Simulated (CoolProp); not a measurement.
R410A along the isotherm 105.85 °C: Z from the reference equation and from simpler models built on Tc = 71.3 °C, pc = 4.901 MPa, ω = 0.296; each cubic takes its own stable root.

The numbers come from the reference Helmholtz-energy equation of state, Lemmon 2003 in CoolProp. It is a pseudo-pure fit of the blend.

```
p (MPa)          phase  reference
-------  -------------  ---------
0.0232             gas     0.9988
0.0376             gas     0.9980
0.0607             gas     0.9967
0.098              gas     0.9947
0.158              gas     0.9915
0.256              gas     0.9862
0.413              gas     0.9776
0.668              gas     0.9635
1.08               gas     0.9405
1.74               gas     0.9025
2.82               gas     0.8370
4.55               gas     0.7211
7.35     supercritical     0.4974
```

Problem. How far does each simpler model (van der Waals, Redlich-Kwong, Soave-Redlich-Kwong, Peng-Robinson) lie from the reference over these 13 states: mean and median of the absolute difference, and the worst?

Solution. 
- van der Waals: mean 1.1 %, median 0.2 %, worst -10.3 % at 105.85 °C and 7.35 MPa
- Redlich-Kwong: mean 0.3 %, median 0.0 %, worst -2.7 % at 105.85 °C and 7.35 MPa
- Soave-Redlich-Kwong: mean 1.3 %, median 0.2 %, worst +11.0 % at 105.85 °C and 7.35 MPa
- Peng-Robinson: mean 0.6 %, median 0.1 %, worst +4.7 % at 105.85 °C and 7.35 MPa
